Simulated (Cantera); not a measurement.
An adiabatic, constant-pressure homogeneous reactor starts with CH₄ : O₂ : N₂ = 1 : 1.33 : 5.01 (molar parts), equivalence ratio 1.5, at 1575 K and 690000 Pa. Integrator tolerance rtol = 1e-08.

Cantera simulation using GRI-Mech 3.0 (53 species, 325 reactions); the numbers are that mechanism's predictions, not measurements.

Question: What does this change do: CH4 1 to 0.3 parts?

Answer: 
```tsv
quantity	before	after
time of steepest temperature rise	0.153 ms	0.101 ms
temperature at 4.00 s	2846 K	2438 K
equilibrium temperature	2846 K	2438 K
x(CH₄) at 4.00 s	9.78e-12 (gas-phase equilibrium 1.12e-11)	<1e-12 (gas-phase equilibrium <1e-12)
x(O₂) at 4.00 s	0.000503 (gas-phase equilibrium 0.000503)	0.101 (gas-phase equilibrium 0.101)
x(CH₂) at 4.00 s	5.64e-12 (gas-phase equilibrium 6.04e-12)	<1e-12 (gas-phase equilibrium <1e-12)
x(CH₂CO) at 4.00 s	<1e-12 (gas-phase equilibrium <1e-12)	<1e-12 (gas-phase equilibrium <1e-12)
x(CO) at 4.00 s	0.0937 (gas-phase equilibrium 0.0937)	0.00138 (gas-phase equilibrium 0.00138)
```

Question: What does this change do: pressure from 690000 Pa to 1800000 Pa?

Answer: 
| quantity | before | after |
|---|---|---|
| time of steepest temperature rise | 0.153 ms | 68.5 µs |
| temperature at 4.00 s | 2846 K | 2885 K |
| equilibrium temperature | 2846 K | 2885 K |
| x(CH₄) at 4.00 s | 9.78e-12 (gas-phase equilibrium 1.12e-11) | 5.86e-11 (gas-phase equilibrium 6.66e-11) |
| x(O₂) at 4.00 s | 0.000503 (gas-phase equilibrium 0.000503) | 0.000267 (gas-phase equilibrium 0.000267) |
| x(CH₂) at 4.00 s | 5.64e-12 (gas-phase equilibrium 6.04e-12) | 1.64e-11 (gas-phase equilibrium 1.78e-11) |
| x(CH₂CO) at 4.00 s | <1e-12 (gas-phase equilibrium <1e-12) | <1e-12 (gas-phase equilibrium <1e-12) |
| x(CO) at 4.00 s | 0.0937 (gas-phase equilibrium 0.0937) | 0.0938 (gas-phase equilibrium 0.0938) |
The pressure lies above the range GRI-Mech 3.0 was tuned for (to about 10 atm).
